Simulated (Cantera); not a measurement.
A closed system holds: 1 mol SF6, 3.3 mol H2O, 5.5 mol N2, equilibrated at 2127 °C.

Method: chemical equilibrium by Gibbs-energy minimisation in Cantera with the NASA 1993 tables (ideal gas, pure condensed phases). Candidate condensed phases: H2O, H2SO4, S; 62 gas species. Kinetics and transport are ignored.

**Question.** At 17000 Pa, list the 6 most abundant gas species with their mole fractions, and the condensed phases.

**Answer.** HF 0.447, N2 0.408, SO2 0.0718, O2 0.0336, H2O 0.0191, NO 0.00551. Condensed: gas only.
